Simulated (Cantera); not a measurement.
Thermodynamics of fluorocarbon and chlorocarbon gases, feed CH3F + HCl + H2

A closed system holds: 1 mol CH3F, 1.3 mol HCl, 0.14 mol H2, equilibrated at 10.0 Torr.

Cantera equilibrium calculation (NASA polynomials, part measured and part estimated; ideal gas, pure solids and liquids). Candidate condensed phases: C, C6H6, C7H8, C8H18; 118 gas species. Rates play no part.

```tsv
T (°C)	log p H	log p H2	log p HCl	log p HF	log p Cl	log p C3	n C(graphite)
2227	-2.82	-2.43	-2.45	-2.46	-2.99	-6.30	0.975
2277	-2.73	-2.45	-2.49	-2.47	-2.92	-5.97	0.970
2327	-2.65	-2.48	-2.53	-2.48	-2.86	-5.65	0.962
2377	-2.58	-2.50	-2.57	-2.49	-2.81	-5.35	0.953
2427	-2.51	-2.54	-2.62	-2.50	-2.76	-5.06	0.941
2477	-2.45	-2.58	-2.68	-2.51	-2.72	-4.77	0.923
2527	-2.40	-2.63	-2.75	-2.53	-2.68	-4.50	0.896
2577	-2.35	-2.68	-2.82	-2.55	-2.65	-4.24	0.853
2627	-2.31	-2.74	-2.90	-2.56	-2.63	-3.99	0.782
2677	-2.28	-2.81	-2.99	-2.58	-2.61	-3.74	0.663
```
log p: log10 of the partial pressure in bar; n: condensed amount in mol.

From 2227 °C to 2677 °C the condensed part is C(graphite). The main C-bearing gas is C2H2 (acetylene) at 2227 °C and C3 at 2677 °C. The share of C in condensed phases is highest at 2227 °C (97.5 %) and lowest at 2677 °C (66.3 %).
